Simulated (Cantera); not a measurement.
# NO annealing gas

An isothermal, constant-pressure homogeneous reactor starts with NO : N₂ = 1 : 54 (molar parts), at 1875 K and 1.90 bar.

Computed with Cantera and GRI-Mech 3.0 (53 species, 325 reactions).

```
t (s)        x NO      x O₂   x N₂      x O    x NO₂
--------  -------  --------  -----  -------  -------
0.000400   0.0182  5.41e-10  0.982  9.45e-8  4.78e-8
0.00101    0.0182   4.19e-9  0.982  2.69e-7  1.61e-7
0.00256    0.0182   3.99e-8  0.982  7.51e-7  4.83e-7
0.00649    0.0182   4.10e-7  0.982  1.77e-6  1.17e-6
0.0164     0.0182   3.00e-6  0.982  2.75e-6  1.82e-6
0.0416     0.0182   1.18e-5  0.982  2.92e-6  1.93e-6
0.105      0.0181   3.44e-5  0.982  3.04e-6  2.00e-6
0.266      0.0180   9.20e-5  0.982  3.31e-6  2.17e-6
0.674      0.0177  0.000240  0.982  3.92e-6  2.54e-6
1.71       0.0169  0.000621  0.982  5.18e-6  3.21e-6
4.32       0.0150   0.00157  0.983  7.44e-6  4.11e-6
10.9       0.0109   0.00364  0.985  1.08e-5  4.34e-6
27.7      0.00494   0.00661  0.988  1.43e-5  2.62e-6
70.0      0.00152   0.00832  0.990  1.60e-5  9.00e-7
```
x: mole fraction; the columns are a selection and need not sum to one.

Equilibrium at this temperature and pressure: NO 0.00120, O₂ 0.00848, N₂ 0.990, O 1.62e-5, NO₂ 7.17e-7 (gas phase only).
